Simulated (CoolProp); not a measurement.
The fluid at 293.15 K and 0.392 MPa expands adiabatically to 0.0342 MPa with isentropic efficiency 0.85. The same conditions are run with several fluids, on thermodynamics alone (safety and materials aside).

The numbers come from the reference Helmholtz-energy equation of state of each fluid (ammonia: Gao 2020; hydrogen chloride: Thol 2018; R125: Lemmon 2005; R115: Lemmon 2016; C3F8 (R218): Lemmon 2006) in CoolProp.

Q: Rank ammonia, hydrogen chloride, R125, R115, C3F8 (R218) by work (kJ/kg), highest first.

A: ammonia (232), hydrogen chloride (99.0), R125 (36.1), R115 (28.4), C3F8 (R218) (23.8)

```
fluid              final temperature (K)                       final phase  final density (kg/m³)
-----------------  ---------------------  --------------------------------  ---------------------
ammonia                            220.2  two-phase, vapour fraction 0.928                  0.348
hydrogen chloride                  171.0  two-phase, vapour fraction 0.990                  0.899
R125                               238.4                               gas                   2.09
R115                               245.5                               gas                   2.62
C3F8 (R218)                        256.1                               gas                   3.06
```
